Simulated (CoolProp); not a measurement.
Vapour-liquid equilibrium of carbon dioxide (1) + propylene (2) at 6.19 bar; x and y are mole fractions of (1).

Values from CoolProp's multi-fluid Helmholtz-energy mixture model, Span 1996 and Lemmon 2013; pair parameters Bell 2016.

| x | bubble temperature (°C) | y at the bubble point | dew temperature at overall composition x (°C) | liquid density (mol/L) |
|---|---|---|---|---|
| 0.05 | -9.3 | 0.298 | 0.2 | 13.56 |
| 0.15 | -24.6 | 0.609 | -3.4 | 14.70 |
| 0.25 | -33.7 | 0.744 | -7.3 | 15.72 |
| 0.35 | -39.2 | 0.812 | -11.5 | 16.73 |
| 0.45 | -42.8 | 0.853 | … | 17.78 |
| 0.55 | -45.3 | 0.881 | -21.2 | 18.92 |
| 0.65 | … | 0.903 | -27.2 | … |
| 0.75 | -48.7 | 0.924 | -34.1 | 21.63 |
| 0.85 | -50.2 | 0.948 | -42.5 | 23.31 |
| 0.95 | -51.6 | 0.979 | -50.3 | 25.30 |

**Question.** Some entries are withheld; supply them.

**Answer.** 
- 0.45, dew temperature at overall composition x (°C): -16.1
- 0.65, bubble temperature (°C): -47.2
- 0.65, liquid density (mol/L): 20.18

No azeotrope shows between x = 0.05 and 0.95.

Pair parameters are fitted to limited data, so mixtures are less certain than the pure fluids.
